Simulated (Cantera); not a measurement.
# BCl₃ + H₂ + N₂ (boron, boron nitride and boron oxide)

Input: 1 mol BCl₃, 170 mol H₂, 2.4 mol N₂, equilibrated at 1600 K and 0.390 bar.

Cantera equilibrium calculation (NASA polynomials, part measured and part estimated; ideal gas, pure solids and liquids). Candidate condensed phases: B, BN, NH₄Cl; 21 gas species. The numbers say what is thermodynamically allowed, not how fast it happens.

| Item | Value |
|---|---|
| x(H₂) | 0.972 |
| x(HCl) | 0.0173 |
| x(N₂) | 0.0110 |
| x(H) | 8.58e-5 |
| x(NH₃) | 1.83e-6 |
| x(Cl) | 1.21e-6 |
| n(BN(s)) | 1.000 mol |
| gas amount | 173.4 mol |
| log10 activity of B(s) (absent) | -2.40 |
